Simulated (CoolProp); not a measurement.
A closed Brayton cycle with carbon dioxide: compressor inlet 316.15 K and 8.9 MPa, high pressure 30 MPa, turbine inlet 725 K, compressor efficiency 0.89, turbine efficiency 0.9, recuperator effectiveness 0.8 (on enthalpy, no pinch check). Each further row changes one setting.

Computed with CoolProp (reference Helmholtz-energy equation of state, Span 1996).

| case | thermal efficiency (%) | net work (kJ/kg) | compressor to turbine work | compressor exit (K) | turbine exit (K) |
|---|---|---|---|---|---|
| as stated | 29.8 | 86.3 | 0.36 | 391.9 | 590.6 |
| turbine inlet 675 K | 27.9 | 74.6 | 0.39 | 391.9 | 545.4 |
| compressor inlet 326.15 K | 27.9 | 73.3 | 0.45 | 422.5 | 590.6 |
| high pressure 25.5 MPa | 28.7 | 78.9 | 0.33 | 381.5 | 608.0 |
| recuperator effectiveness 0.5 | 24.0 | 86.3 | 0.36 | 391.9 | 590.6 |
